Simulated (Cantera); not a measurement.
Charge: 1 mol SiO2, 24 mol H2, 6.2 mol H2O, at 0.133 bar.

Method: chemical equilibrium by Gibbs-energy minimisation in Cantera with the NASA 1993 tables (ideal gas, pure condensed phases). Candidate condensed phases: H2O, Si, SiO2; 18 gas species. The tables hold silica as quartz up to 1696 K and as liquid above; real silica turns to tridymite and cristobalite and melts near 1996 K. Gases not in the tables: Si(OH)4. Equilibrium is a limit: real reactors are often held back by kinetics, nucleation or transport.

x: gas mole fraction; n: condensed amount in mol.

| T (K) | x H2 | x H2O | x H | x SiO | x OH | x SiO2 | x O | n SiO2(α-quartz) | n SiO2(β-quartz) | n SiO2(condensed) |
|---|---|---|---|---|---|---|---|---|---|---|
| 698 | 0.795 | 0.205 | <1e-12 | <1e-12 | <1e-12 | <1e-12 | <1e-12 | 1.00 | 0 | 0 |
| 798 | 0.795 | 0.205 | 6.51e-12 | <1e-12 | <1e-12 | <1e-12 | <1e-12 | 1.00 | 0 | 0 |
| 898 | 0.795 | 0.205 | 2.67e-10 | <1e-12 | <1e-12 | <1e-12 | <1e-12 | 0 | 1.00 | 0 |
| 998 | 0.795 | 0.205 | 5.25e-9 | <1e-12 | 2.95e-12 | <1e-12 | <1e-12 | 0 | 1.00 | 0 |
| 1098 | 0.795 | 0.205 | 6.04e-8 | <1e-12 | 6.87e-11 | <1e-12 | <1e-12 | 0 | 1.00 | 0 |
| 1198 | 0.795 | 0.205 | 4.64e-7 | <1e-12 | 9.47e-10 | <1e-12 | <1e-12 | 0 | 1.00 | 0 |
| 1298 | 0.795 | 0.205 | 2.62e-6 | (withheld) | 8.75e-9 | <1e-12 | <1e-12 | 0 | 1.00 | 0 |
| 1398 | 0.795 | 0.205 | 1.16e-5 | (withheld) | 5.88e-8 | <1e-12 | <1e-12 | 0 | 1.00 | 0 |
| 1498 | 0.795 | 0.205 | 4.20e-5 | (withheld) | 3.07e-7 | 1.50e-11 | 1.41e-11 | 0 | 1.000 | 0 |
| 1598 | 0.795 | 0.205 | 0.000130 | (withheld) | 1.31e-6 | 2.93e-10 | 1.78e-10 | 0 | 1.000 | 0 |
| 1698 | 0.794 | 0.205 | 0.000353 | (withheld) | 4.69e-6 | 3.99e-9 | 1.67e-9 | 0 | 0 | 1.000 |
| 1798 | 0.794 | 0.205 | 0.000859 | (withheld) | 1.46e-5 | 3.91e-8 | 1.22e-8 | 0 | 0 | 0.998 |

Task: Complete the blanks.

Result: 
- 1298, x SiO: 5.65e-11
- 1398, x SiO: 2.09e-9
- 1498, x SiO: 4.70e-8
- 1598, x SiO: 7.08e-7
- 1698, x SiO: 7.67e-6
- 1798, x SiO: 6.12e-5
